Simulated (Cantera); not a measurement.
Feed: 1 mol CF₄, 0.064 mol CH₄, 9.7 mol H₂, at 1848.15 K and 1.00 bar.

Cantera equilibrium calculation (NASA polynomials, part measured and part estimated; ideal gas, pure solids and liquids). The numbers say what is thermodynamically allowed, not how fast it happens.

```tsv
species	before	after
HF	0.338	0.607
CF₄	<1e-9	0.391
CF₂	<1e-9	0.00178
H₂	0.661	1.33e-7
CF₃	<1e-9	0.000472
CH₄	0.000288	<1e-9
C₂H₂ (acetylene)	0.000170	<1e-9
CHF₃	<1e-9	3.24e-5
F	4.66e-8	0.000187
H	0.000432	1.93e-7
C(graphite), mol	1.06	0.341
```
Gas species are given as mole fractions.

### Question
What was changed between the two runs?
A. pressure from 1.00 bar to 1.33 mbar
B. temperature from 1848.15 K to 1998.15 K
C. temperature from 1848.15 K to 2373.15 K
D. H₂ from 9.7 to 0.43 mol

### Answer
D, H₂ from 9.7 to 0.43 mol. Gases not in the tables: C₂F₆ and larger saturated fluorocarbons
